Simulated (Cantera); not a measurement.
An isothermal plug-flow reactor at 998 K and 0.523 atm (inlet), inlet velocity 0.057 m/s, active area per volume 640 1/m; feed CO : O₂ : N₂ : H₂O = 0.016 : 0.032 : 0.79 : 0.013 (molar parts), equivalence ratio 0.25.

Cantera simulation using Deutschmann's 1995 Pt surface mechanism with GRI-Mech 3.0 gas chemistry; the numbers are that mechanism's predictions, not measurements. Catalytic surfaces can have several steady states; this one follows from the mechanism file's or the stated starting coverage. Mass transfer to the wall is taken as infinitely fast.

Q: What does this change do: temperature 998 to 650 K?

A: 
```csv
quantity,before,after
x(CO) at z = 0.021 m,<1e-12,3.94e-5
x(O₂) at z = 0.021 m,0.0285,0.0285
x(H₂O) at z = 0.021 m,0.0154,0.0154
x(CO₂) at z = 0.021 m,0.0190,0.0189
θ(free Pt) at the exit,0.299,0.00694
θ(O*) at the exit,0.699,0.991
θ(OH*) at the exit,0.00187,0.00211
```
